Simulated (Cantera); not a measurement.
Feed: 1 mol Si3H8, 0.56 mol Cl2, 25 mol H2, equilibrated at 0.0100 bar.

Method: chemical equilibrium by Gibbs-energy minimisation in Cantera with the NASA 1993 tables (ideal gas, pure condensed phases). Candidate condensed phases: Si; 19 gas species. The feed counts by its element totals alone. Gases not in the tables: Si2H6 and higher silanes. Kinetics and transport are ignored.

Question: Which condensed phases are stable at each of these points (T (°C)): 625, 700, 775, 850, 925, 1000, 1075, 1150, 1225, 1300, 1375, 1450?

Answer: 
```csv
T (°C),condensed phases,Si condensed (%)
625,Si(s),91.8
700,Si(s),93.3
775,Si(s),95.2
850,Si(s),96.6
925,Si(s),97.1
1000,Si(s),97.1
1075,Si(s),97.0
1150,Si(s),96.9
1225,Si(s),96.8
1300,Si(s),96.6
1375,Si(s),96.5
1450,Si(l),96.4
```

From 625 °C to 1375 °C the condensed part is Si(s). At 1450 °C the condensed part is Si(l).
